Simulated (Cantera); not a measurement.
Input: 1 mol SiH4, 1.1 mol C2H2, 72 mol H2, held at 1250 K and 0.133 bar.

Equilibrium computed with Cantera from the NASA thermochemical tables; the gas is ideal and each condensed phase is pure. Candidate condensed phases: C, C6H6, C7H8, C8H18, Si, SiC; 87 gas species. Equilibrium is a limit: real reactors are often held back by kinetics, nucleation or transport.

Base state: H2 0.999, CH4 0.00146 (mole fractions); condensed: C(graphite) + SiC(s).

Q: What changes in the equilibrium state with this change: SiH4 replaced by SiHCl3?

A: 
```tsv
species	before	after
H2	0.999	0.959
HCl	0	0.0399
CH4	0.00146	0.00135
C(graphite), mol	1.09	1.10
SiC(s), mol	1.00	0.998
```
